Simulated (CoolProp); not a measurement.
The numbers come from the reference Helmholtz-energy equation of state, Schmidt 1985 in CoolProp.

Problem. For oxygen, give the phase and the speed of sound (m/s) at 169.3 K and 0.248 MPa; 169.3 K and 0.938 MPa.

Solution. 
- 169.3 K and 0.248 MPa: gas; speed of sound 247
- 169.3 K and 0.938 MPa: gas; speed of sound 242
